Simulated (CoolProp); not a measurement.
Chloromethane (R40) at several states: density (kg/m³) from the reference equation and from simpler models built on Tc = 418.6 K, pc = 6.929 MPa, ω = 0.150; each cubic takes its own stable root.

Model: reference Helmholtz-energy equation of state, Thol 2014, in CoolProp.

```csv
T (K),p (MPa),phase,reference,ideal gas,Peng-Robinson
419.1,0.0121,gas,0.1754,0.1753,0.1754
481.6,5.95,gas,95.64,75.02,96.81
446.9,7.07,supercritical,154.0,96.06,155.5
370.2,1.18,gas,21.54,19.36,21.45
453.9,23.4,supercritical,637.7,313.0,626.1
363.6,0.0411,gas,0.6888,0.6864,0.6887
```
